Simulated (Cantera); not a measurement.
## Boron, boron nitride and boron oxide: borazine + H2 + N2

Feed: 1 mol borazine, 120 mol H2, 1.5 mol N2, at 1227 °C and 0.210 bar.

Equilibrium computed with Cantera from the NASA thermochemical tables; the gas is ideal and each condensed phase is pure. Candidate condensed phases: B, BN; 15 gas species. The feed counts by its element totals alone. Equilibrium is a limit: real reactors are often held back by kinetics, nucleation or transport.

The x(H2) is 0.988. The x(N2) is 0.0120 and the x(H) comes out as 3.82e-5. The x(NH3) comes out as 1.40e-6 and the n(BN(s)) is 3.00 mol. The gas amount is 124.5 mol and the log10 activity of B(s) (absent) comes out as -2.83.
